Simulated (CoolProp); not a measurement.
Vapour-liquid equilibrium of fluoroethane (R161) (1) + R134a (2) at -43.35 °C; x and y are mole fractions of (1).

Model: multi-fluid Helmholtz-energy mixture model, Wu 2012 and Tillner-Roth 1994; pair parameters Bell 2016, in CoolProp.

```
x     bubble pressure, mixture model (bar)  bubble pressure, Raoult's law (bar)  y, mixture model  y, Raoult's law
----  ------------------------------------  -----------------------------------  ----------------  ---------------
0.05                            (withheld)                               0.4453             0.077            0.087
0.2                             (withheld)                               0.4966        (withheld)            0.310
0.35                            (withheld)                               0.5480             0.476            0.492
0.5                                 0.5765                               0.5993             0.637            0.643
0.65                            (withheld)                               0.6506             0.773            0.770
0.8                                 0.6892                               0.7020        (withheld)            0.878
0.95                                0.7499                               0.7533        (withheld)            0.972
```

Question: What belongs in the gaps?

Answer: 
- 0.05, bubble pressure, mixture model (bar): 0.4407
- 0.2, bubble pressure, mixture model (bar): 0.4813
- 0.2, y, mixture model: 0.289
- 0.35, bubble pressure, mixture model (bar): 0.5265
- 0.65, bubble pressure, mixture model (bar): 0.6310
- 0.8, y, mixture model: 0.885
- 0.95, y, mixture model: 0.975

The largest gap from Raoult's law is -3.9 % in bubble pressure, at x = 0.35. No azeotrope shows between x = 0.05 and 0.95.

The pair parameters rest on a limited set of measurements; away from them the model extrapolates.
